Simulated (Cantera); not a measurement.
A closed system holds: 1 mol SiC, 4.8 mol N2O, 460 mol H2, 0.00033 mol N2, equilibrated at 1.30 mbar.

These are equilibrium values from Cantera (NASA tables, ideal gas, pure condensed phases), not measurements of a reactor. Candidate condensed phases: C, C6H6, C7H8, C8H18, H2O, Si, SiC, SiO2, Si2N2O, Si3N4; 151 gas species. The tables hold silica as quartz up to 1696 K and as liquid above; real silica turns to tridymite and cristobalite and melts near 1996 K. The numbers say what is thermodynamically allowed, not how fast it happens.

Problem. Which condensed phases are stable at each of these points (T (K)): 1075, 1225, 1375, 1525, 1675, 1825, 1975?

Solution. 
```tsv
T (K)	condensed phases	Si condensed (%)
1075	SiO2(β-quartz)	100.0
1225	SiO2(β-quartz)	100.0
1375	SiO2(β-quartz)	99.7
1525	SiO2(β-quartz)	72.4
1675	gas only	0.0
1825	gas only	0.0
1975	gas only	0.0
```

From 1075 K to 1525 K the condensed part is SiO2(β-quartz). From 1675 K to 1975 K nothing is condensed.
